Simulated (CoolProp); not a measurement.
Vapour-liquid equilibrium of cyclohexane (1) + n-dodecane (2) at 391.5 K; x and y are mole fractions of (1).

Model: multi-fluid Helmholtz-energy mixture model, Zhou 2014 and Lemmon 2004; pair parameters Bell 2016, in CoolProp.

| x | bubble pressure (MPa) | y at the bubble point | dew pressure at overall composition x (MPa) | liquid density (mol/L) |
|---|---|---|---|---|
| 0.05 | 0.01506 | 0.707 | 0.004827 | 4.078 |
| 0.15 | 0.03721 | 0.892 | 0.005385 | 4.317 |
| 0.25 | 0.06105 | 0.941 | 0.006088 | 4.581 |
| 0.35 | 0.08658 | 0.964 | 0.007001 | 4.876 |
| 0.45 | 0.1136 | 0.976 | 0.008236 | 5.206 |
| 0.55 | 0.1420 | 0.984 | 0.009997 | 5.579 |
| 0.65 | 0.1714 | 0.990 | 0.01272 | 6.003 |
| 0.75 | 0.2014 | 0.994 | 0.01746 | 6.489 |
| 0.85 | 0.2318 | 0.997 | 0.02787 | 7.050 |
| 0.95 | 0.2622 | 0.999 | 0.06911 | 7.707 |

No azeotrope shows between x = 0.05 and 0.95.

Pair parameters are fitted to limited data, so mixtures are less certain than the pure fluids.
